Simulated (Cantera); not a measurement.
Input: 1 mol Al(CH3)3, 2.9 mol N2, 220 mol H2, equilibrated at 0.000450 bar.

Cantera equilibrium calculation (NASA polynomials, part measured and part estimated; ideal gas, pure solids and liquids). Candidate condensed phases: Al, AlN, C, C6H6, C7H8, C8H18; 97 gas species. The feed counts by its element totals alone. Rates play no part. All values below are at 1575 K.

Base state: H2 0.986, N2 0.0108, H 0.00195, Al 0.000708, HCN 0.000181, C2H2 (acetylene) 2.08e-5, AlH 1.36e-5 (mole fractions); condensed: AlN(s) + C(graphite).

**Question.** What changes in the equilibrium state with this change: pressure from 0.000450 bar to 0.100 bar?

**Answer.** 
| species | before | after |
|---|---|---|
| H2 | 0.986 | 0.989 |
| N2 | 0.0108 | 0.0105 |
| HCN | 0.000181 | 0.000178 |
| H | 0.00195 | 0.000131 |
| Al | 0.000708 | 2.17e-7 |
| CH4 | 7.96e-7 | 0.000178 |
| AlH | 1.36e-5 | 6.23e-8 |
| C2H2 (acetylene) | 2.08e-5 | 2.09e-5 |
| AlN(s), mol | 0.836 | 1.000 |
| C(graphite), mol | 2.95 | 2.91 |
